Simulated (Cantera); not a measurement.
Input (Python, Cantera):

```python
import numpy as np
import cantera as ct

gas = ct.Solution("h2o2.yaml")
gas.TPX = 425, 101325, {'H2': 1, 'O2': 0.943, 'N2': 3.55}
inlet = ct.Reservoir(gas, clone=True)
gas.equilibrate("HP")  # start burning
reactor = ct.IdealGasConstPressureReactor(gas, energy="on", clone=False)
exhaust = ct.Reservoir(gas, clone=True)
tau = [0.21, 0.07, 0.023, 0.0077, 0.0026, 0.00085, 0.00028, 9.5e-05, 3.2e-05, 1e-05][0]
for a, b in ((inlet, reactor), (reactor, exhaust)):
    ct.MassFlowController(a, b, mdot=lambda t: reactor.mass / tau)
net = ct.ReactorNet([reactor])
show = ['H2', 'O2', 'O', 'H2O2', 'HO2', 'H2O']

rows = []
print(f"{'tau/s':>10s}{'T/K':>9s}" + "".join(f"{s:>11s}" for s in show))
for tau in [0.21, 0.07, 0.023, 0.0077, 0.0026, 0.00085, 0.00028, 9.5e-05, 3.2e-05, 1e-05]:
    net.initial_time = 0.0
    net.advance(30 * tau)
    before = gas.X
    net.advance(40 * tau)
    drift = np.max(np.abs(gas.X - before) / (gas.X + 1e-9))
    rows.append([gas.T, *gas[show].X, drift])
    print(f"{tau:10.3e}{gas.T:9.1f}" + "".join(f"{x:11.3e}" for x in gas[show].X))
```

Result:

```
     tau/s      T/K         H2         O2          O       H2O2        HO2        H2O
 2.100e-01   1806.4  1.284e-04  8.836e-02  1.070e-04  9.189e-08  1.399e-06  1.994e-01
 7.000e-02   1802.7  2.500e-04  8.823e-02  2.043e-04  1.355e-07  2.216e-06  1.989e-01
 2.300e-02   1795.8  5.133e-04  8.803e-02  4.187e-04  2.106e-07  4.009e-06  1.982e-01
 7.700e-03   1783.4  1.047e-03  8.778e-02  8.571e-04  3.272e-07  7.452e-06  1.969e-01
 2.600e-03   1760.6  2.092e-03  8.752e-02  1.712e-03  5.085e-07  1.349e-05  1.946e-01
 8.500e-04   1717.2  4.113e-03  8.742e-02  3.317e-03  8.278e-07  2.330e-05  1.904e-01
 2.800e-04   1640.5  7.654e-03  8.799e-02  5.794e-03  1.488e-06  3.672e-05  1.835e-01
 9.500e-05   1519.9  1.389e-02  9.059e-02  8.373e-03  3.120e-06  5.362e-05  1.723e-01
 3.200e-05   1321.4  3.397e-02  1.019e-01  7.719e-03  7.670e-06  8.381e-05  1.469e-01
 1.000e-05    425.0  1.820e-01  1.717e-01 -2.175e-19 -5.536e-19 -7.275e-18 -5.888e-16
```

Computed with Cantera and the H2/O2 subset of GRI-Mech 3.0, which has no nitrogen chemistry.
